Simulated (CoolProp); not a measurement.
Vapour-liquid equilibrium of CH2F2 (R32) (1) + fluoroethane (R161) (2) at 2.46 MPa; x and y are mole fractions of (1).

Model: multi-fluid Helmholtz-energy mixture model, Tillner-Roth 1997 and Wu 2012; pair parameters Bell 2016, in CoolProp.

| x | bubble temperature (K) | y at the bubble point | dew temperature at overall composition x (K) | liquid density (mol/L) |
|---|---|---|---|---|
| 0.05 | 337.0 | 0.074 | 337.7 | 12.75 |
| 0.2 | 331.6 | 0.272 | 333.6 | 13.38 |
| 0.35 | 327.1 | 0.440 | 329.5 | 14.02 |
| 0.5 | 323.2 | 0.589 | 325.5 | 14.68 |
| 0.65 | 319.8 | 0.723 | 321.6 | 15.37 |
| 0.8 | 316.6 | 0.848 | 317.8 | 16.12 |
| 0.95 | 313.8 | 0.963 | 314.1 | 16.92 |

No azeotrope shows between x = 0.05 and 0.95.

The pair parameters rest on a limited set of measurements; away from them the model extrapolates.
